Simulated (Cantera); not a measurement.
Input (Python, Cantera):

```python
import numpy as np
import cantera as ct

gas = ct.Solution("gri30.yaml")
gas.TPX = 675, 1000000, {'CH4': 1, 'C2H6': 0.1, 'O2': 1.68, 'N2': 6.31, 'H2': 0.062}
inlet = ct.Reservoir(gas, clone=True)
gas.equilibrate("HP")  # start burning
reactor = ct.IdealGasConstPressureReactor(gas, energy="on", clone=False)
exhaust = ct.Reservoir(gas, clone=True)
tau = [0.076, 0.028, 0.01, 0.0038, 0.0014, 0.00051, 0.00019, 6.8e-05, 2.5e-05, 9.2e-06][0]
for a, b in ((inlet, reactor), (reactor, exhaust)):
    ct.MassFlowController(a, b, mdot=lambda t: reactor.mass / tau)
net = ct.ReactorNet([reactor])
show = ['CH4', 'C2H6', 'O2', 'CH2CO', 'NO']

rows = []
print(f"{'tau/s':>10s}{'T/K':>9s}" + "".join(f"{s:>11s}" for s in show))
for tau in [0.076, 0.028, 0.01, 0.0038, 0.0014, 0.00051, 0.00019, 6.8e-05, 2.5e-05, 9.2e-06]:
    net.initial_time = 0.0
    net.advance(30 * tau)
    before = gas.X
    net.advance(40 * tau)
    drift = np.max(np.abs(gas.X - before) / (gas.X + 1e-9))
    rows.append([gas.T, *gas[show].X, drift])
    print(f"{tau:10.3e}{gas.T:9.1f}" + "".join(f"{x:11.3e}" for x in gas[show].X))
```

It prints:

```
     tau/s      T/K        CH4       C2H6         O2      CH2CO         NO
 7.600e-02   2254.4  5.042e-05  1.762e-08  1.958e-05  8.086e-08  8.325e-05
 2.800e-02   2253.9  1.189e-04  4.972e-08  4.660e-05  2.224e-07  1.141e-04
 1.000e-02   2253.2  2.777e-04  1.520e-07  1.181e-04  6.571e-07  1.495e-04
 3.800e-03   2252.2  5.849e-04  4.580e-07  2.862e-04  1.887e-06  1.723e-04
 1.400e-03   2249.6  1.140e-03  1.457e-06  7.056e-04  5.503e-06  1.712e-04
 5.100e-04   2241.4  1.983e-03  4.568e-06  1.710e-03  1.489e-05  1.428e-04
 1.900e-04   2218.9  3.197e-03  1.403e-05  4.010e-03  3.667e-05  9.614e-05
 6.800e-05   2149.6  5.915e-03  5.835e-05  1.080e-02  1.053e-04  3.591e-05
 2.500e-05    675.0  1.093e-01  1.093e-02  1.836e-01  1.925e-17  1.161e-19
 9.200e-06    675.0  1.093e-01  1.093e-02  1.836e-01  3.789e-18  2.284e-20
```

Detailed kinetics in Cantera: GRI-Mech 3.0 (53 species, 325 reactions).
